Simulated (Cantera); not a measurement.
A perfectly stirred reactor is fed with H2 : O2 = 0.0082 : 1 (molar parts), equivalence ratio 0.0041, at 6.08 Torr; it is held at 1473 K, and followed from long to short residence time.

Computed with Cantera and GRI-Mech 3.0 (53 species, 325 reactions). Radical loss at walls, strong at low pressure, is not modelled.

Problem. What does this change do: temperature 1473 to 1100 K?

Solution. 
```json
[
 {"quantity": "x(H2) at τ = 25.0 s", "before": "5.53e-6", "after": "1.28e-5"},
 {"quantity": "x(O2) at τ = 25.0 s", "before": "0.990", "after": "0.991"},
 {"quantity": "x(OH) at τ = 25.0 s", "before": "0.000518", "after": "0.000113"},
 {"quantity": "x(O) at τ = 25.0 s", "before": "0.00115", "after": "0.000371"},
 {"quantity": "x(H2O) at τ = 25.0 s", "before": "0.00789", "after": "0.00809"},
 {"quantity": "x(H2) at τ = 0.260 s", "before": "5.42e-5", "after": "0.000182"},
 {"quantity": "x(O2) at τ = 0.260 s", "before": "0.985", "after": "0.988"},
 {"quantity": "x(OH) at τ = 0.260 s", "before": "0.00122", "after": "0.000469"},
 {"quantity": "x(O) at τ = 0.260 s", "before": "0.00635", "after": "0.00388"},
 {"quantity": "x(H2O) at τ = 0.260 s", "before": "0.00740", "after": "0.00762"}
]
```

Problem. What does this change do: 0.0092 parts H2O added?

Solution. 
```csv
quantity,before,after
x(H2) at τ = 25.0 s,5.53e-6,7.88e-6
x(O2) at τ = 25.0 s,0.990,0.982
x(OH) at τ = 25.0 s,0.000518,0.000642
x(O) at τ = 25.0 s,0.00115,0.000826
x(H2O) at τ = 25.0 s,0.00789,0.0168
x(H2) at τ = 0.260 s,5.42e-5,7.37e-5
x(O2) at τ = 0.260 s,0.985,0.976
x(OH) at τ = 0.260 s,0.00122,0.00166
x(O) at τ = 0.260 s,0.00635,0.00564
x(H2O) at τ = 0.260 s,0.00740,0.0161
```

Problem. What does this change do: pressure from 6.08 Torr to 15.8 Torr?

Solution. 
| quantity | before | after |
|---|---|---|
| x(H2) at τ = 25.0 s | 5.53e-6 | 2.42e-6 |
| x(O2) at τ = 25.0 s | 0.990 | 0.991 |
| x(OH) at τ = 25.0 s | 0.000518 | 0.000288 |
| x(O) at τ = 25.0 s | 0.00115 | 0.000349 |
| x(H2O) at τ = 25.0 s | 0.00789 | 0.00802 |
| x(H2) at τ = 0.260 s | 5.42e-5 | 3.23e-5 |
| x(O2) at τ = 0.260 s | 0.985 | 0.987 |
| x(OH) at τ = 0.260 s | 0.00122 | 0.000988 |
| x(O) at τ = 0.260 s | 0.00635 | 0.00421 |
| x(H2O) at τ = 0.260 s | 0.00740 | 0.00758 |
